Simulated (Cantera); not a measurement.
## Transport properties of process gases

Gas mixture: CO : C2H4 = 0.81 : 0.48 (molar parts), at 110 Pa, frozen composition.

Cantera's kinetic-theory transport with the Lennard-Jones parameters of GRI-Mech 3.0, ideal gas; thermal conductivity in the mixture-averaged form. The composition is frozen, though it would react at the higher temperatures.

| T (K) | ρ (kg/m³) | cp (J/kg/K) | μ (µPa s) | λ (mW/m/K) | Pr | D (cm²/s) CH4 | D (cm²/s) CO2 | D (cm²/s) NO |
|---|---|---|---|---|---|---|---|---|
| 400 | 0.000927 | 1357 | 18.1 | 32.4 | 0.757 | 310 | 218 | 283 |
| 550 | 0.000674 | 1561 | 23.2 | 46.2 | 0.782 | 543 | 389 | 492 |
| 700 | 0.000530 | 1735 | 27.7 | 59.9 | 0.801 | 824 | 595 | 743 |
| 850 | 0.000436 | 1870 | 31.8 | 73.2 | 0.812 | 1150 | 833 | 1030 |
| 1000 | 0.000371 | 1992 | 35.6 | 85.9 | 0.824 | 1510 | 1100 | 1360 |
| 1150 | 0.000322 | 2087 | 39.1 | 98.1 | 0.832 | 1910 | 1400 | 1710 |
| 1300 | 0.000285 | 2166 | 42.5 | 110 | 0.837 | 2350 | 1720 | 2100 |
D: mixture-averaged diffusion coefficient of that species in the mixture.
